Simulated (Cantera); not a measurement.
What does this Cantera script print?

```python
import numpy as np
import cantera as ct

gas = ct.Solution("gri30.yaml")
gas.TPX = 475, 101325, {'CH4': 1, 'O2': 1.43, 'N2': 5.37}
flame = ct.FreeFlame(gas, width=0.04)
flame.set_refine_criteria(ratio=3, slope=0.08, curve=0.16)
flame.transport_model = "mixture-averaged"
flame.solve(loglevel=0, auto=True)
z, T = flame.grid, flame.T
thick = (T[-1] - T[0]) / np.gradient(T, z).max()
show = ['CH4', 'O2', 'C2H4', 'OH', 'H', 'HO2']
print(f"laminar burning velocity  {flame.velocity[0] * 100:.3f} cm/s")
print(f"burnt temperature         {T[-1]:.1f} K")
print(f"thermal thickness         {thick * 1e3:.4f} mm")
print(f"grid points               {len(z)}")
z0 = z[flame.heat_release_rate.argmax()]
print(f"{'z/mm':>9s}{'T/K':>9s}{'u/(m/s)':>9s}" + "".join(f"{s:>11s}" for s in show))
rows = []
for k in (-3, -2, -1.5, -1, -0.5, -0.25, 0, 0.25, 0.5, 1, 2, 4, 8):
    zz = z0 + k * thick
    rows.append([k * thick, np.interp(zz, z, T), np.interp(zz, z, flame.velocity),
                 *(np.interp(zz, z, flame.X[gas.species_index(s)]) for s in show)])
    print(f"{rows[-1][0] * 1e3:9.3f}{rows[-1][1]:9.1f}{rows[-1][2]:9.3f}" + "".join(f"{x:11.3e}" for x in rows[-1][3:]))
```

Result:

```
laminar burning velocity  40.782 cm/s
burnt temperature         2099.8 K
thermal thickness         0.6218 mm
grid points               150
     z/mm      T/K  u/(m/s)        CH4         O2       C2H4         OH          H        HO2
   -1.865    475.4    0.409  1.277e-01  1.828e-01  5.768e-08  9.219e-13  1.335e-14  3.939e-08
   -1.244    479.9    0.415  1.266e-01  1.815e-01  1.322e-06  1.571e-10  3.966e-12  5.989e-07
   -0.933    499.6    0.435  1.243e-01  1.793e-01  1.021e-05  3.743e-09  2.196e-10  3.449e-06
   -0.622    619.7    0.547  1.143e-01  1.692e-01  1.144e-04  1.477e-07  9.631e-08  2.606e-05
   -0.311   1091.2    0.987  7.651e-02  1.245e-01  9.447e-04  7.075e-06  2.932e-05  6.800e-05
   -0.155   1481.0    1.358  4.262e-02  7.981e-02  1.785e-03  8.308e-05  2.951e-04  8.323e-05
    0.000   1827.7    1.695  1.248e-02  3.327e-02  1.155e-03  5.449e-04  1.745e-03  3.355e-05
    0.155   1991.6    1.852  2.065e-03  9.265e-03  1.525e-04  1.229e-03  3.670e-03  5.104e-06
    0.311   2040.3    1.895  3.685e-04  2.333e-03  9.830e-06  1.471e-03  4.416e-03  8.617e-07
    0.622   2061.6    1.910  2.534e-05  2.321e-04  7.530e-08  1.406e-03  4.312e-03  1.014e-07
    1.244   2071.7    1.917  9.326e-07  6.570e-05  1.440e-09  1.193e-03  3.662e-03  4.245e-08
    2.487   2081.3    1.925  1.875e-08  3.811e-05  2.508e-11  9.293e-04  2.813e-03  2.415e-08
    4.974   2090.4    1.932  2.829e-10  1.834e-05  2.859e-13  6.511e-04  1.941e-03  1.071e-08
```

Cantera simulation using GRI-Mech 3.0 (53 species, 325 reactions); the numbers are that mechanism's predictions, not measurements. Burning velocities carry a grid error of a few per cent, more on coarse grids.
